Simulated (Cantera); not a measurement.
Mixture: CH4 : C2H6 : C3H8 : O2 : N2 = 1 : 0.035 : 0.033 : 2.08 : 7.82 (molar parts), equivalence ratio 1.1, at 2.80 bar, adiabatic and at constant pressure. Ignition delay is the time to a rise of 400 K.

Cantera simulation using GRI-Mech 3.0 (53 species, 325 reactions); the numbers are that mechanism's predictions, not measurements.

Question: What does this change do: pressure from 2.80 bar to 2.00 bar?

Answer: 
```csv
quantity,before,after
delay at 1250 K,3.14 ms,3.98 ms
delay at 1350 K,0.831 ms,1.02 ms
delay at 1450 K,0.258 ms,0.315 ms
delay at 1550 K,95.8 µs,0.118 ms
delay at 1650 K,42.4 µs,52.9 µs
delay at 1750 K,21.9 µs,27.9 µs
apparent activation energy between 1550 and 1750 K,170 kJ/mol,160 kJ/mol
```

Question: What does this change do: constant volume in place of constant pressure?

Answer: 
| quantity | before | after |
|---|---|---|
| delay at 1250 K | 3.14 ms | 2.93 ms |
| delay at 1350 K | 0.831 ms | 0.760 ms |
| delay at 1450 K | 0.258 ms | 0.232 ms |
| delay at 1550 K | 95.8 µs | 85.1 µs |
| delay at 1650 K | 42.4 µs | 37.4 µs |
| delay at 1750 K | 21.9 µs | 19.2 µs |
| apparent activation energy between 1550 and 1750 K | 170 kJ/mol | 170 kJ/mol |
